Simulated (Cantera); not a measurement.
A freely propagating, adiabatic, planar premixed flame of H₂ : O₂ : N₂ = 1 : 0.893 : 2.41 (molar parts), unburnt at 350 K and 0.132 atm; mixture-averaged transport, grid criteria slope 0.08 and curve 0.16, no radiation.

Model: the H2/O2 subset of GRI-Mech 3.0, which has no nitrogen chemistry, integrated in Cantera. Burning velocities carry a grid error of a few per cent, more on coarse grids. Lean hydrogen flames are cellular in practice and burn faster than this planar one.

x: mole fraction of selected species; z is measured from the peak of heat release.

| z (mm) | T (K) | u (m/s) | x H₂ | x O₂ | x H | x H₂O₂ | x HO₂ | x O |
|---|---|---|---|---|---|---|---|---|
| -13.4 | 350 | 1.97 | 0.232 | 0.208 | <1e-8 | <1e-8 | <1e-8 | <1e-8 |
| -8.91 | 350 | 1.97 | 0.232 | 0.208 | <1e-8 | <1e-8 | <1e-8 | <1e-8 |
| -6.68 | 350 | 1.97 | 0.232 | 0.208 | <1e-8 | <1e-8 | <1e-8 | <1e-8 |
| -4.46 | 350 | 1.97 | 0.232 | 0.208 | <1e-8 | <1e-8 | … | <1e-8 |
| -2.23 | 359 | 2.00 | 0.227 | 0.209 | 6.74e-6 | 4.88e-6 | … | 9.58e-7 |
| -1.11 | 594 | 3.22 | 0.189 | 0.207 | 0.00376 | 2.60e-5 | … | 0.000122 |
| 0 | 1010 | 5.31 | 0.0973 | 0.173 | 0.0264 | 1.41e-6 | … | 0.00503 |
| 1.11 | 1295 | 6.75 | 0.0290 | 0.121 | 0.0389 | 1.60e-6 | … | 0.0151 |
| 2.23 | 1433 | 7.43 | 0.0176 | 0.108 | 0.0336 | 1.09e-6 | … | 0.0175 |
| 4.46 | 1577 | 8.11 | 0.0154 | 0.104 | 0.0238 | 5.77e-7 | … | 0.0160 |
| 8.91 | 1719 | 8.76 | 0.0128 | 0.102 | 0.0146 | 2.84e-7 | … | 0.0128 |
| 17.8 | 1845 | 9.33 | 0.00924 | 0.101 | 0.00759 | 1.52e-7 | … | 0.00894 |
| 35.6 | 1944 | 9.75 | 0.00566 | 0.101 | 0.00325 | 9.18e-8 | … | 0.00535 |

**Question.** Complete the blanks.

**Answer.** 
- -4.46, x HO₂: 2.39e-8
- -2.23, x HO₂: 5.86e-5
- -1.11, x HO₂: 8.28e-5
- 0, x HO₂: 2.98e-5
- 1.11, x HO₂: 1.66e-5
- 2.23, x HO₂: 1.23e-5
- 4.46, x HO₂: 9.20e-6
- 8.91, x HO₂: 6.62e-6
- 17.8, x HO₂: 4.40e-6
- 35.6, x HO₂: 2.79e-6
